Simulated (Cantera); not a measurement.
Input (Python, Cantera):

```python
import numpy as np
import cantera as ct

gas = ct.Solution("gri30.yaml")
gas.TPX = 675, 550000, {'CH4': 1, 'O2': 2.53, 'N2': 9.52}
inlet = ct.Reservoir(gas, clone=True)
gas.equilibrate("HP")  # start burning
reactor = ct.IdealGasConstPressureReactor(gas, energy="on", clone=False)
exhaust = ct.Reservoir(gas, clone=True)
tau = [0.24, 0.12, 0.057, 0.027, 0.013, 0.0065, 0.0031, 0.0015, 0.00074, 0.00036, 0.00018, 8.5e-05, 4.1e-05][0]
for a, b in ((inlet, reactor), (reactor, exhaust)):
    ct.MassFlowController(a, b, mdot=lambda t: reactor.mass / tau)
net = ct.ReactorNet([reactor])
show = ['CH4', 'O2', 'H2', 'NO2', 'H2O', 'C2H2', 'CH2']

rows = []
print(f"{'tau/s':>10s}{'T/K':>9s}" + "".join(f"{s:>11s}" for s in show))
for tau in [0.24, 0.12, 0.057, 0.027, 0.013, 0.0065, 0.0031, 0.0015, 0.00074, 0.00036, 0.00018, 8.5e-05, 4.1e-05]:
    net.initial_time = 0.0
    net.advance(30 * tau)
    before = gas.X
    net.advance(40 * tau)
    drift = np.max(np.abs(gas.X - before) / (gas.X + 1e-9))
    rows.append([gas.T, *gas[show].X, drift])
    print(f"{tau:10.3e}{gas.T:9.1f}" + "".join(f"{x:11.3e}" for x in gas[show].X))
```

It prints:

```
     tau/s      T/K        CH4         O2         H2        NO2        H2O       C2H2        CH2
 2.400e-01   2249.4  2.957e-07  3.834e-02  5.150e-04  5.284e-06  1.508e-01  2.071e-12  6.209e-09
 1.200e-01   2250.8  5.830e-07  3.873e-02  5.212e-04  4.374e-06  1.508e-01  7.912e-12  1.240e-08
 5.700e-02   2252.3  1.202e-06  3.924e-02  5.328e-04  3.219e-06  1.507e-01  3.290e-11  2.601e-08
 2.700e-02   2253.2  2.466e-06  3.972e-02  5.539e-04  2.131e-06  1.507e-01  1.344e-10  5.445e-08
 1.300e-02   2252.8  4.923e-06  4.012e-02  5.927e-04  1.332e-06  1.505e-01  5.107e-10  1.112e-07
 6.500e-03   2250.5  9.295e-06  4.044e-02  6.614e-04  8.469e-07  1.503e-01  1.683e-09  2.158e-07
 3.100e-03   2244.7  1.768e-05  4.080e-02  7.971e-04  5.490e-07  1.500e-01  5.279e-09  4.270e-07
 1.500e-03   2234.3  3.177e-05  4.128e-02  1.032e-03  3.882e-07  1.493e-01  1.366e-08  8.028e-07
 7.400e-04   2217.9  5.418e-05  4.198e-02  1.404e-03  2.918e-07  1.484e-01  2.944e-08  1.421e-06
 3.600e-04   2192.8  9.173e-05  4.306e-02  1.970e-03  2.184e-07  1.470e-01  5.758e-08  2.430e-06
 1.800e-04   2159.0  1.532e-04  4.461e-02  2.721e-03  1.601e-07  1.452e-01  1.053e-07  3.922e-06
 8.500e-05   2109.4  2.770e-04  4.710e-02  3.765e-03  1.097e-07  1.427e-01  2.102e-07  6.397e-06
 4.100e-05   2044.6  5.353e-04  5.094e-02  4.995e-03  7.193e-08  1.398e-01  4.795e-07  1.027e-05
```

Computed with Cantera and GRI-Mech 3.0 (53 species, 325 reactions).
